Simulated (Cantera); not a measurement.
What does this Cantera script print?

```python
import numpy as np
import cantera as ct

gas_names = """
    C CH CH2 CH3 CH2OH CH3O CH4 CH3OH CO CO2 COOH C2 C2H CHCO,ketyl C2H2,acetylene C2H2,vinylidene
    CH2CO,ketene C2H3,vinyl CH3CO,acetyl C2H4 C2H4O,ethylen CH3CHO,ethanal CH3COOH (HCOOH)2 C2H5 C2H6
    CH3OCH3 C2H5OH C2O C3 C3H3,propargyl C3H4,allene C3H4,propyne C3H4,cyclo- C3H5,allyl C3H6,propylene
    C3H6,cyclo- C3H6O C3H7,n-propyl C3H7,i-propyl C3H8 C3H8O,1propanol C3H8O,2propanol C3O2 C4 C4H2
    C4H4,1,3-cyclo- C4H6,butadiene C4H6,2-butyne C4H6,cyclo- C4H8,1-butene C4H8,cis2-buten
    C4H8,tr2-butene C4H8,isobutene C4H8,cyclo- (CH3COOH)2 C4H9,n-butyl C4H9,i-butyl C4H9,s-butyl
    C4H9,t-butyl C4H10,isobutane C4H10,n-butane C5 C5H6,1,3cyclo- C5H8,cyclo- C5H10,1-pentene
    C5H10,cyclo- C5H11,pentyl C5H11,t-pentyl C5H12,n-pentane C5H12,i-pentane CH3C(CH3)2CH3 C6H2
    C6H5,phenyl C6H5O,phenoxy C6H6 C6H5OH,phenol C6H10,cyclo- C6H12,1-hexene C6H12,cyclo- C6H13,n-hexyl
    C7H7,benzyl C7H8 C7H8O,cresol C7H14,1-heptene C7H15,n-heptyl C7H16,n-heptane C8H8,styrene
    C8H10,ethylbenz C8H16,1-octene C8H17,n-octyl C8H18,isooctane C8H18,n-octane C9H19,n-nonyl
    C10H8,naphthale C10H21,n-decyl C12H9,o-bipheny C12H10,bipheny H HCO HO2 H2 HCHO,formaldehy HCOOH H2O
    H2O2 O OH O2 O3
""".split()
cond_names = """
    C(gr) C6H6(L) C7H8(L) C8H18(L),n-octa H2O(s) H2O(L)
""".split()


def load(file, names, dense=False):
    # The tables refer to 1 bar. Condensed volumes are neglected.
    table = {s.name: s for s in ct.Species.list_from_file(file)}
    out = []
    for n in names:
        d = dict(table[n].input_data)
        d["thermo"] = dict(d["thermo"], **{"reference-pressure": 1e5})
        if dense:
            d["equation-of-state"] = {"model": "constant-volume", "density": "1e6 g/cm^3"}
        out.append(ct.Species.from_dict(d))
    return out


gas = ct.Solution(thermo="ideal-gas", species=load("nasa_gas.yaml", gas_names))
cond = {s.name: ct.Solution(thermo="fixed-stoichiometry", species=[s], name=s.name)
        for s in load("nasa_condensed.yaml", cond_names, dense=True)}
atoms = {
    'CO2': {'C': 1, 'O': 2},
    'H2O': {'H': 2, 'O': 1},
    'O2': {'O': 2},
}
top_T = {'C(gr)': 4500}  # K; cautious upper limits of use, not melting points


def equilibrate(T, P, feed):
    n = {}
    for name, mol in feed.items():
        for a, k in atoms[name].items():
            n[a] = n.get(a, 0.0) + k * mol
    gas.TPX = T, P, n
    mass = sum(n.values()) * gas.mean_molecular_weight
    gas.equilibrate("TP")
    valid = [c for c in cond.values() if c.min_temp <= T <= top_T.get(c.name, c.max_temp)]
    mix = ct.Mixture([(gas, mass / gas.mean_molecular_weight)] + [(c, 0.0) for c in valid])
    mix.T, mix.P = T, P
    mix.equilibrate("TP", solver="vcs", rtol=1e-11, max_steps=5000)
    return mix


results = []
feed = {'CO2': 1, 'H2O': 0.086, 'O2': 4}  # mol
T = 948  # K
P = 4900000  # Pa
mix = equilibrate(T, P, feed)
results.append((T, P, feed, dict(zip(mix.species_names, mix.species_moles))))
print(gas.report(threshold=1e-06))
for i in range(1, mix.n_phases):
    print(f"{mix.phase(i).name:16s} {mix.phase_moles(i):12.5e} mol")
```

Result:

```
       temperature   948 K
          pressure   4.9e+06 Pa
           density   21.213 kg/m^3
  mean mol. weight   34.123 kg/kmol
   phase of matter   gas

                          1 kg             1 kmol
                     ---------------   ---------------
          enthalpy       -1.7174e+06       -5.8604e+07  J
   internal energy       -1.9484e+06       -6.6487e+07  J
           entropy            6413.2        2.1884e+05  J/K
    Gibbs function       -7.7971e+06       -2.6606e+08  J
 heat capacity c_p              1127             38455  J/K
 heat capacity c_v             883.3             30141  J/K

                      mass frac. Y      mole frac. X     chem. pot. / RT
                     ---------------   ---------------   ---------------
               CO2           0.25358           0.19662           -75.819
               H2O          0.008927          0.016909           -55.568
                O2           0.73749           0.78647            -22.77
     [ +107 minor]        5.5258e-09        9.8263e-09

C(gr)             0.00000e+00 mol
```

Method: chemical equilibrium by Gibbs-energy minimisation in Cantera with the NASA 1993 tables (ideal gas, pure condensed phases). The ideal-gas law is rough above about 30 bar.
